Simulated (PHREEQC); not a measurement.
Leach liquor: an equilibrium model

Consider water at 20 °C with 0.081 mol H2SO4, 0.04 mol Al2(SO4)3 and 0.015 mol Na2SO4 per kg of water. Closed to the air; pH follows from the charge balance.

Equilibrium calculation in PHREEQC: ion-association model, phreeqc.dat.

Precipitation was switched off in this run.

Q: What pH, ionic strength does the model give?

A: pH 1.21; ionic strength 0.259 mol/kgw.

Q: In which forms is Al present?

A: AlSO4+ 65 %, Al(SO4)2- 23 %, Al+3 12 %, AlHSO4+2 0.8 % of the Al.
